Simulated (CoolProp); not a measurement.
A closed Brayton cycle with carbon dioxide: compressor inlet 327.15 K and 8.3 MPa, high pressure 20.5 MPa, turbine inlet 825 K, compressor efficiency 0.8, turbine efficiency 0.85, recuperator effectiveness 0.8 (on enthalpy, no pinch check). Each further row changes one setting.

Values from CoolProp's reference Helmholtz-energy equation of state, Span 1996.

```
case                           thermal efficiency (%)  net work (kJ/kg)  compressor to turbine work  compressor exit (K)  turbine exit (K)
-----------------------------  ----------------------  ----------------  --------------------------  -------------------  ----------------
as stated                                        24.7              63.0                        0.44                405.4             722.4
turbine inlet 775 K                              23.4              55.3                        0.47                405.4             676.0
compressor inlet 337.15 K                        23.5              57.0                        0.49                420.9             722.4
high pressure 17.4 MPa                           23.0              54.1                        0.42                390.7             740.6
recuperator effectiveness 0.5                    17.3              63.0                        0.44                405.4             722.4
```
